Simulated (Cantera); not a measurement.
An isothermal, constant-pressure homogeneous reactor starts with 24.2 % CH₄, 72.5 % CO₂, 3.38 % H₂, at 1748 K and 2.27 atm.

Model: GRI-Mech 3.0 (53 species, 325 reactions), integrated in Cantera.

x: mole fraction; the columns are a selection and need not sum to one.

```json
[
 {"t (s)": "4.00e-6", "x CH₄": "0.241", "x CO₂": "0.725", "x H₂": "0.0339", "x O": "1.05e-11", "x OH": "7.16e-8", "x H₂O": "5.68e-6"},
 {"t (s)": "1.02e-5", "x CH₄": "0.241", "x CO₂": "0.724", "x H₂": "0.0340", "x O": "1.58e-11", "x OH": "…", "x H₂O": "…"},
 {"t (s)": "2.61e-5", "x CH₄": "0.240", "x CO₂": "0.724", "x H₂": "0.0343", "x O": "3.34e-11", "x OH": "2.30e-7", "x H₂O": "0.000103"},
 {"t (s)": "6.66e-5", "x CH₄": "0.238", "x CO₂": "0.723", "x H₂": "0.0354", "x O": "6.70e-11", "x OH": "3.63e-7", "x H₂O": "0.000439"},
 {"t (s)": "0.000170", "x CH₄": "0.231", "x CO₂": "0.720", "x H₂": "0.0400", "x O": "1.29e-10", "x OH": "5.74e-7", "x H₂O": "0.00176"},
 {"t (s)": "0.000434", "x CH₄": "0.211", "x CO₂": "0.705", "x H₂": "0.0563", "x O": "1.87e-10", "x OH": "8.83e-7", "x H₂O": "0.00668"},
 {"t (s)": "0.00111", "x CH₄": "0.171", "x CO₂": "0.664", "x H₂": "0.0874", "x O": "2.10e-10", "x OH": "1.39e-6", "x H₂O": "0.0229"},
 {"t (s)": "0.00283", "x CH₄": "0.116", "x CO₂": "0.579", "x H₂": "0.109", "x O": "2.52e-10", "x OH": "2.44e-6", "x H₂O": "0.0698"},
 {"t (s)": "0.00722", "x CH₄": "0.0559", "x CO₂": "0.440", "x H₂": "0.0910", "x O": "3.56e-10", "x OH": "4.79e-6", "x H₂O": "0.162"},
 {"t (s)": "0.0184", "x CH₄": "0.0184", "x CO₂": "0.316", "x H₂": "0.0730", "x O": "5.41e-10", "x OH": "7.79e-6", "x H₂O": "0.229"},
 {"t (s)": "0.0471", "x CH₄": "0.0114", "x CO₂": "0.249", "x H₂": "0.0962", "x O": "6.32e-10", "x OH": "6.81e-6", "x H₂O": "0.222"},
 {"t (s)": "0.120", "x CH₄": "0.00839", "x CO₂": "0.196", "x H₂": "0.129", "x O": "7.44e-10", "x OH": "5.12e-6", "x H₂O": "0.202"},
 {"t (s)": "0.307", "x CH₄": "0.00411", "x CO₂": "0.161", "x H₂": "0.156", "x O": "9.73e-10", "x OH": "4.13e-6", "x H₂O": "0.185"},
 {"t (s)": "0.783", "x CH₄": "…", "x CO₂": "0.148", "x H₂": "0.169", "x O": "1.07e-9", "x OH": "3.78e-6", "x H₂O": "0.179"},
 {"t (s)": "2.00", "x CH₄": "1.09e-6", "x CO₂": "0.147", "x H₂": "0.170", "x O": "1.11e-9", "x OH": "3.83e-6", "x H₂O": "0.179"}
]
```

Complete the blanks.


- 1.02e-5, x OH: 1.28e-7
- 1.02e-5, x H₂O: 2.28e-5
- 0.783, x CH₄: 0.000604
